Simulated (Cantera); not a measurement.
An isothermal, constant-pressure homogeneous reactor starts with H2 : O2 = 0.11 : 1 (molar parts), at 1225 K and 100 Pa. Integrator tolerance rtol = 1e-08.

Detailed kinetics in Cantera: the H2/O2 subset of GRI-Mech 3.0, which has no nitrogen chemistry. Radical loss at walls, strong at low pressure, is not modelled. The temperature is held fixed by assumption; the heat of reaction is taken as removed at once.

Question: What does this change do: O2 1 to 3.9 parts?

Answer: 
| quantity | before | after |
|---|---|---|
| x(H2) at 10.0 s | 0.000440 (gas-phase equilibrium 7.42e-8) | 0.000151 (gas-phase equilibrium 1.90e-8) |
| x(O2) at 10.0 s | 0.887 (gas-phase equilibrium 0.896) | 0.960 (gas-phase equilibrium 0.972) |
| x(H) at 10.0 s | 0.00126 (gas-phase equilibrium 2.70e-9) | 0.00102 (gas-phase equilibrium 1.37e-9) |
| x(H2O2) at 10.0 s | 1.20e-8 (gas-phase equilibrium 9.31e-11) | 3.57e-9 (gas-phase equilibrium 2.59e-11) |
| x(O) at 10.0 s | 0.00764 (gas-phase equilibrium 1.27e-6) | 0.0110 (gas-phase equilibrium 1.32e-6) |
| x(H2O) at 10.0 s | 0.101 (gas-phase equilibrium 0.104) | 0.0262 (gas-phase equilibrium 0.0278) |
